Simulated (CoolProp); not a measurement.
Properties of CH3F (R41) along the isobar 1.01 bar.

Computed with CoolProp (reference Helmholtz-energy equation of state, Lemmon 2006). It is a short technical equation, of lower accuracy than the large ones.

```json
[
 {"T (°C)": "-46.85", "phase": "gas", "Joule-Thomson coefficient (K/MPa)": "44.17", "isothermal compressibility (1/MPa)": "10.13", "fugacity coefficient": "0.9781"},
 {"T (°C)": "-18.45", "phase": "gas", "Joule-Thomson coefficient (K/MPa)": "29.39", "isothermal compressibility (1/MPa)": "10.05", "fugacity coefficient": "0.9858"},
 {"T (°C)": "9.85", "phase": "gas", "Joule-Thomson coefficient (K/MPa)": "21.08", "isothermal compressibility (1/MPa)": "10.00", "fugacity coefficient": "0.9902"},
 {"T (°C)": "38.25", "phase": "gas", "Joule-Thomson coefficient (K/MPa)": "15.89", "isothermal compressibility (1/MPa)": "9.973", "fugacity coefficient": "0.9928"},
 {"T (°C)": "66.65", "phase": "gas", "Joule-Thomson coefficient (K/MPa)": "12.40", "isothermal compressibility (1/MPa)": "9.955", "fugacity coefficient": "0.9946"},
 {"T (°C)": "95.05", "phase": "gas", "Joule-Thomson coefficient (K/MPa)": "9.929", "isothermal compressibility (1/MPa)": "9.942", "fugacity coefficient": "0.9959"},
 {"T (°C)": "123.45", "phase": "gas", "Joule-Thomson coefficient (K/MPa)": "8.108", "isothermal compressibility (1/MPa)": "9.933", "fugacity coefficient": "0.9968"},
 {"T (°C)": "151.85", "phase": "gas", "Joule-Thomson coefficient (K/MPa)": "6.725", "isothermal compressibility (1/MPa)": "9.926", "fugacity coefficient": "0.9975"}
]
```
